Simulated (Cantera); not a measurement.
A Cantera script and its output.

```python
import numpy as np
import cantera as ct

gas = ct.Solution("gri30.yaml")
gas.TPX = 1123, 101325, {'CO': 1, 'H2': 0.31, 'O2': 0.595, 'N2': 3.63}
reactor = ct.IdealGasConstPressureReactor(gas, energy="on", clone=False)
net = ct.ReactorNet([reactor])
net.rtol, net.atol = 1e-08, 1e-16
show = ['CO', 'H2', 'O2', 'N2O', 'H2O']
times = np.geomspace(3e-06, 0.2, 10)

steps = ct.SolutionArray(gas, extra=["t"])
rows = []
print(f"{'t/s':>10s}{'T/K':>9s}{'P/Pa':>11s}" + "".join(f"{s:>11s}" for s in show))
for t in times:
    while net.time < t:
        t_next = net.step()
        steps.append(gas.state, t=t_next)
    rows.append([np.interp(t, steps.t, y) for y in (steps.T, steps.P, *steps(*show).X.T)])
    print(f"{t:10.3e}{rows[-1][0]:9.1f}{rows[-1][1]:11.4g}" + "".join(f"{x:11.3e}" for x in rows[-1][2:]))
rate = np.gradient(steps.T, steps.t)
print("integrator steps:", len(steps.t))
if steps.T.max() > steps.T[0] + 200:
    print(f"time of steepest temperature rise: {steps.t[rate.argmax()]:.4e} s")
gas.TPX = 1123, 101325, {'CO': 1, 'H2': 0.31, 'O2': 0.595, 'N2': 3.63}
gas.equilibrate("HP")
print(f"equilibrium (HP): T = {gas.T:.1f} K  " + "  ".join(f"{s} {gas[s].X[0]:.3e}" for s in show))
```

Result:

```
       t/s      T/K       P/Pa         CO         H2         O2        N2O        H2O
 3.000e-06   1123.0  1.013e+05  1.807e-01  5.601e-02  1.075e-01  2.305e-16  1.627e-10
 1.031e-05   1123.0  1.013e+05  1.807e-01  5.601e-02  1.075e-01  2.546e-15  3.145e-09
 3.541e-05   1123.0  1.013e+05  1.807e-01  5.601e-02  1.075e-01  9.028e-14  1.532e-07
 1.216e-04   1143.6  1.013e+05  1.791e-01  5.084e-02  1.042e-01  1.765e-09  3.836e-03
 4.179e-04   2145.5  1.013e+05  7.946e-02  6.088e-03  2.697e-02  1.532e-07  4.536e-02
 1.436e-03   2415.2  1.013e+05  5.853e-02  3.732e-03  1.664e-02  2.108e-07  5.306e-02
 4.932e-03   2497.1  1.013e+05  5.017e-02  3.017e-03  1.211e-02  2.438e-07  5.528e-02
 1.695e-02   2494.1  1.013e+05  5.019e-02  3.030e-03  1.116e-02  2.529e-07  5.540e-02
 5.822e-02   2491.1  1.013e+05  5.036e-02  3.050e-03  1.071e-02  2.613e-07  5.544e-02
 2.000e-01   2491.0  1.013e+05  5.037e-02  3.050e-03  1.070e-02  2.615e-07  5.544e-02
integrator steps: 1496
time of steepest temperature rise: 1.4597e-04 s
equilibrium (HP): T = 2491.0 K  CO 5.037e-02  H2 3.050e-03  O2 1.070e-02  N2O 2.615e-07  H2O 5.544e-02
```

Detailed kinetics in Cantera: GRI-Mech 3.0 (53 species, 325 reactions).
